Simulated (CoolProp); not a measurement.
Propylene at 293.15 K and 2.7 MPa flows at 0.77 m/s in a round tube of 4.6 mm bore and 15 µm roughness, fully developed (64/Re and Nu = 3.66 if laminar; Colebrook and Gnielinski if turbulent). Each further row changes one setting.

The numbers come from the reference Helmholtz-energy equation of state, Lemmon 2013 in CoolProp.

| case | Reynolds number | Darcy friction factor | pressure drop (Pa/m) | heat-transfer coefficient (W/(m² K)) | mass flow (kg/h) |
|---|---|---|---|---|---|
| as stated | (withheld) | (withheld) | (withheld) | 2470 | 23.9 |
| velocity 1.54 m/s | 35900 | (withheld) | (withheld) | 4760 | (withheld) |
| diameter 9.2 mm | 35900 | 0.0267 | 447 | (withheld) | 95.8 |

What belongs in the gaps?


- as stated, Reynolds number: 18000
- as stated, Darcy friction factor: 0.0323
- as stated, pressure drop (Pa/m): 1080
- velocity 1.54 m/s, Darcy friction factor: 0.0299
- velocity 1.54 m/s, pressure drop (Pa/m): 4010
- velocity 1.54 m/s, mass flow (kg/h): 47.9
- diameter 9.2 mm, heat-transfer coefficient (W/(m² K)): 2170

Viscosity comes from a separate model (Huber 2003), an estimate that may be off by 10 % or more. Thermal conductivity comes from a separate model (Huber 2003), an estimate that may be off by 10 % or more.
